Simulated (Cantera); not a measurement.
A closed system holds: 1 mol SiH₂Cl₂, 0.57 mol N₂, 63 mol H₂, at 1175 K and 0.0470 bar.

Cantera equilibrium calculation (NASA polynomials, part measured and part estimated; ideal gas, pure solids and liquids). N₂ is the only nitrogen source here; it is nearly inert below about 1500 K, so the nitride shown seldom forms there in practice. The tables' values for SiCl₃ are old estimates; treat these amounts as uncertain. Rates play no part.

```tsv
species	before	after
H₂	0.973	0.976
HCl	0.0248	0.0220
SiCl₄	0.000441	0.00215
SiCl₂	0.00111	4.02e-9
SiCl₃	0.000224	2.79e-7
SiH₂Cl₂	4.83e-5	2.80e-7
SiHCl₃	0.000408	8.62e-5
Si₃N₄(s), mol	0.285	0.285
```
Gas species are given as mole fractions.

### Question
Name the change that produced these shifts.
A. pressure from 0.0470 bar to 0.00510 bar
B. temperature from 1175 K to 800 K
C. pressure from 0.0470 bar to 0.000130 bar
D. temperature from 1175 K to 1925 K

### Answer
B, temperature from 1175 K to 800 K
